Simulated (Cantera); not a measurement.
A perfectly stirred reactor is fed with CH4 : N2 = 1 : 2.2 (molar parts), at 101000 Pa; it is held at 1848 K, and followed from long to short residence time.

Cantera simulation using GRI-Mech 3.0 (53 species, 325 reactions); the numbers are that mechanism's predictions, not measurements. GRI-Mech 3.0 stops at C3 and has no aromatics, soot or wall deposition, so with more carbon than oxygen in the feed, carbon stays in small species such as C2H2 where larger ones or solid carbon would form.

Q: What does this change do: CH4 1 to 0.6 parts?

A: 
```tsv
quantity	before	after
x(CH4) at τ = 22.0 s	0.00337	0.00202
x(C2H) at τ = 22.0 s	1.11e-6	9.58e-7
x(CH3) at τ = 22.0 s	6.03e-5	4.20e-5
x(C2H6) at τ = 22.0 s	3.02e-7	1.40e-7
x(CH2) at τ = 22.0 s	6.27e-8	5.06e-8
x(CH4) at τ = 73.0 ms	0.0286	0.0210
x(C2H) at τ = 73.0 ms	9.73e-7	8.32e-7
x(CH3) at τ = 73.0 ms	0.000484	0.000414
x(C2H6) at τ = 73.0 ms	1.42e-5	1.06e-5
x(CH2) at τ = 73.0 ms	4.47e-7	4.47e-7
```

Q: What does this change do: temperature 1848 to 1300 K?

A: 
| quantity | before | after |
|---|---|---|
| x(CH4) at τ = 22.0 s | 0.00337 | 0.261 |
| x(C2H) at τ = 22.0 s | 1.11e-6 | 1.16e-11 |
| x(CH3) at τ = 22.0 s | 6.03e-5 | 8.13e-6 |
| x(C2H6) at τ = 22.0 s | 3.02e-7 | 0.000136 |
| x(CH2) at τ = 22.0 s | 6.27e-8 | 7.87e-12 |
| x(CH4) at τ = 73.0 ms | 0.0286 | 0.312 |
| x(C2H) at τ = 73.0 ms | 9.73e-7 | <1e-12 |
| x(CH3) at τ = 73.0 ms | 0.000484 | 6.87e-6 |
| x(C2H6) at τ = 73.0 ms | 1.42e-5 | 6.49e-5 |
| x(CH2) at τ = 73.0 ms | 4.47e-7 | 4.70e-12 |
